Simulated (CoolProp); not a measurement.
Saturated liquid density (kg/m³) of octamethylcyclotetrasiloxane (D4): the reference equation beside estimates from Tc = 313.4 °C, pc = 13.47 bar, ω = 0.598.

Computed with CoolProp (reference Helmholtz-energy equation of state, Thol 2015).

```tsv
T (°C)	reference	van der Waals	Redlich-Kwong	Soave-Redlich-Kwong
132.75	822.6	470.9	683.8	746.7
135.15	819.6	469.3	680.9	744.0
137.45	816.6	467.7	678.1	741.4
139.85	813.5	466.0	675.1	738.7
142.25	___	464.3	672.1	735.9
144.65	807.3	462.6	669.0	733.1
146.95	804.3	461.0	666.1	730.4
149.35	801.2	459.3	663.0	727.5
151.75	798.0	457.5	659.9	724.6
154.15	794.8	455.8	656.8	721.7
156.45	791.8	454.1	653.8	718.8
158.85	788.6	452.3	___	715.8
161.25	785.3	450.5	___	712.7
163.55	782.2	448.7	644.2	709.7
165.95	778.9	446.9	640.9	706.6
```

### Question
What belongs in the gaps?

### Answer

- 142.25, reference: 810.4
- 158.85, Redlich-Kwong: 650.6
- 161.25, Redlich-Kwong: 647.3

Absolute difference from the reference over all 15 rows, mean and median: van der Waals 42.7 and 42.7 %, Redlich-Kwong 17.3 and 17.2 %, Soave-Redlich-Kwong 9.2 and 9.2 %.
